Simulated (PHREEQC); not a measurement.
A solution holds 0.033 mol CuSO4 and 0.0024 mol Na2SO4 per kg of water, at 45 °C. Closed to the air; pH follows from the charge balance.

All values are PHREEQC results (ion-association model, phreeqc.dat), not measurements.

The pH is 4.50, the ionic strength comes out as 0.0819 mol/kgw and the specific conductance is 6040 µS/cm. The density is 0.996 g/cm³.

```
species     molality  activity   log γ
----------  --------  --------  ------
SO4-2         0.0210   0.00808  -0.414
Cu+2          0.0187   0.00770  -0.386
CuSO4         0.0142    0.0144   0.008
Na+          0.00459   0.00363  -0.102
NaSO4-      0.000208  0.000165  -0.100
HSO4-        5.09e-5   4.00e-5  -0.105
Cu2(OH)2+2   4.30e-5   1.64e-5  -0.419
H+           3.85e-5   3.19e-5  -0.082
CuOH+        3.11e-6   2.41e-6  -0.110
Cu(OH)2      1.55e-7   1.58e-7   0.008
```

No solid was allowed to form. Away from 25 °C the constants follow the database's enthalpies or fits; those with neither stay at their 25 °C values.
